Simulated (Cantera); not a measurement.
A freely propagating, adiabatic, planar premixed flame of CH4 : O2 : N2 : CO2 = 1 : 2.11 : 7.37 : 0.94 (molar parts), equivalence ratio 0.95, unburnt at 300 K and 353 Torr; mixture-averaged transport, grid criteria slope 0.08 and curve 0.16, no radiation.

Cantera simulation using GRI-Mech 3.0 (53 species, 325 reactions); the numbers are that mechanism's predictions, not measurements. Burning velocities carry a grid error of a few per cent, more on coarse grids.

Predict: laminar burning velocity; thermal thickness; peak x(HO2); peak x(CH3); peak x(C2H2).


```
Property                     Result
------------------------  ---------
laminar burning velocity  30.6 cm/s
thermal thickness           1.07 mm
peak x(HO2)                0.000116
peak x(CH3)                 0.00141
peak x(C2H2)                4.30e-5
```
